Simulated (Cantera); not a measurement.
## Thermodynamics of tantalum, niobium, vanadium and zirconium in process gases, feed Zr + H₂O + H₂

Input: 1 mol Zr, 0.42 mol H₂O, 9.2 mol H₂, held at 6600 Pa.

These are equilibrium values from Cantera (NASA tables, ideal gas, pure condensed phases), not measurements of a reactor. Candidate condensed phases: H₂O, Zr, ZrO₂; 12 gas species. Mutual solubility and eutectic melting of coexisting phases are not modelled. Condensed phases not in the tables: N, O or C dissolved in the metal. Equilibrium is a limit: real reactors are often held back by kinetics, nucleation or transport.

```csv
T (°C),log p H₂,log p H,log p ZrO,log p Zr,log p H₂O,log p ZrO₂,n Zr(β),n ZrO₂(monoclinic),n ZrO₂(tetragonal),n Zr(l),n ZrO₂(s)
1202,-1.18,-5.48,-13.02,<-13,-9.85,<-13,0.790,0.210,0,0,0
1302,-1.18,-4.97,-11.63,-12.86,-9.19,<-13,0.790,0,0.210,0,0
1402,-1.18,-4.53,-10.40,-11.66,-8.62,<-13,0.790,0,0.210,0,0
1502,-1.18,-4.13,-9.32,-10.60,-8.11,-13.05,0.790,0,0.210,0,0
1602,-1.18,-3.77,-8.35,-9.66,-7.66,-11.83,0.790,0,0.210,0,0
1702,-1.18,-3.46,-7.49,-8.81,-7.25,-10.74,0.790,0,0.210,0,0
1802,-1.18,-3.17,-6.71,-8.04,-6.88,-9.75,0.790,0,0.210,0,0
1902,-1.19,-2.91,-6.01,-7.36,-6.55,-8.85,0,0,0.210,0.790,0
2002,-1.19,-2.67,-5.37,-6.75,-6.24,-8.04,0,0,0.210,0.790,0
2102,-1.20,-2.45,-4.80,-6.19,-5.96,-7.30,0,0,0.209,0.789,0
2202,-1.22,-2.26,-4.27,-5.68,-5.71,-6.62,0,0,0.206,0.786,0
2302,-1.24,-2.08,-3.78,-5.20,-5.48,-5.99,0,0,0.197,0.776,0
2402,-1.27,-1.92,-3.33,-4.77,-5.29,-5.41,0,0,0,0.750,0.171
```
log p: log10 of the partial pressure in bar; n: condensed amount in mol.

At 1202 °C the condensed part is Zr(β) + ZrO₂(monoclinic). From 1302 °C to 1802 °C the condensed part is Zr(β) + ZrO₂(tetragonal). From 1902 °C to 2302 °C the condensed part is Zr(l) + ZrO₂(tetragonal). At 2402 °C the condensed part is Zr(l) + ZrO₂(s).
